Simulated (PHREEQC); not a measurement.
Solution (25 °C): 0.054 mol/kgw H2SO4 and 0.056 mol/kgw NaH2PO4. Closed to the air; pH follows from the charge balance.

Model: ion-association model, phreeqc.dat, run in PHREEQC.

Each row changes one thing in this solution. No solid was allowed to form.

```
case                                    pH  ionic strength (mol/kgw)  Na+ (mol/kgw)  H3PO4 (mol/kgw)  H2PO4- (mol/kgw)  HPO4-2 (mol/kgw)
------------------------------------  ----  ------------------------  -------------  ---------------  ----------------  ----------------
as made                               1.53                     0.112         0.0538           0.0429            0.0131           5.99e-8
0.031 mol/kgw Na2CO3 added             [?]                     0.157          0.112           0.0253            0.0307           5.89e-7
H2SO4 from 0.054 to 0.54 mol/kgw      0.39                     0.640         0.0534           0.0544           0.00155          8.17e-10
NaH2PO4 from 0.056 to 0.0504 mol/kgw  1.50                     0.108         0.0485           0.0393               [?]           4.71e-8
diluted 100-fold with water            [?]                   0.00203       0.000559          6.47e-5          0.000495           3.83e-8
H2SO4 left out                        4.54                    0.0562         0.0560         0.000193            0.0556          0.000217
```

**Question.** Complete the blanks.

**Answer.** 
- 0.031 mol/kgw Na2CO3 added, pH: 2.12
- NaH2PO4 from 0.056 to 0.0504 mol/kgw, H2PO4- (mol/kgw): 0.0111
- diluted 100-fold with water, pH: 3.03

Species that the database lacks are ignored.
